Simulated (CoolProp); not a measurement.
Aqueous methanol as a coolant, 32 % by mass, freezing at -28.1 °C, 1 atm.

The numbers come from the Melinder's fits for secondary coolants in CoolProp.

```json
[
 {"T (°C)": "-21.1", "Prandtl number": "91.4", "viscosity (mPa s)": "9.95", "conductivity (W/(m K))": "0.394", "cp (kJ/(kg K))": "3.623"},
 {"T (°C)": "-14.7", "Prandtl number": "65.9", "viscosity (mPa s)": "7.11", "conductivity (W/(m K))": "0.399", "cp (kJ/(kg K))": "3.693"},
 {"T (°C)": "-8.2", "Prandtl number": "48.6", "viscosity (mPa s)": "___", "conductivity (W/(m K))": "___", "cp (kJ/(kg K))": "___"},
 {"T (°C)": "-1.8", "Prandtl number": "37.0", "viscosity (mPa s)": "3.95", "conductivity (W/(m K))": "0.407", "cp (kJ/(kg K))": "3.816"},
 {"T (°C)": "4.6", "Prandtl number": "28.8", "viscosity (mPa s)": "3.06", "conductivity (W/(m K))": "0.412", "cp (kJ/(kg K))": "3.867"},
 {"T (°C)": "11.1", "Prandtl number": "22.7", "viscosity (mPa s)": "2.42", "conductivity (W/(m K))": "0.416", "cp (kJ/(kg K))": "3.912"},
 {"T (°C)": "17.5", "Prandtl number": "18.4", "viscosity (mPa s)": "1.96", "conductivity (W/(m K))": "0.421", "cp (kJ/(kg K))": "3.947"},
 {"T (°C)": "23.9", "Prandtl number": "15.0", "viscosity (mPa s)": "1.61", "conductivity (W/(m K))": "0.425", "cp (kJ/(kg K))": "3.972"},
 {"T (°C)": "30.4", "Prandtl number": "12.4", "viscosity (mPa s)": "1.34", "conductivity (W/(m K))": "___", "cp (kJ/(kg K))": "3.988"},
 {"T (°C)": "36.8", "Prandtl number": "10.4", "viscosity (mPa s)": "1.13", "conductivity (W/(m K))": "___", "cp (kJ/(kg K))": "3.994"}
]
```

Q: Fill in the missing entries.

A: 
- -8.2, viscosity (mPa s): 5.22
- -8.2, conductivity (W/(m K)): 0.403
- -8.2, cp (kJ/(kg K)): 3.758
- 30.4, conductivity (W/(m K)): 0.430
- 36.8, conductivity (W/(m K)): 0.435
